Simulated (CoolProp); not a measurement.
Model: reference Helmholtz-energy equation of state, Lemmon 2006, in CoolProp. It is a short technical equation, of lower accuracy than the large ones.

**Question.** Give the vapour pressure (bar), liquid density (kg/m³), vapour density (kg/m³), surface tension (mN/m) of saturated acetone at 114.65, 142.75 °C.

**Answer.** 
| T (°C) | p (bar) | liquid density (kg/m³) | vapour density (kg/m³) | surface tension (mN/m) |
|---|---|---|---|---|
| 114.65 | 5.34 | 674 | 11.2 | 11.9 |
| 142.75 | 9.88 | 631 | 21.0 | 8.74 |

Surface tension comes from a separate correlation (Mulero 2012).
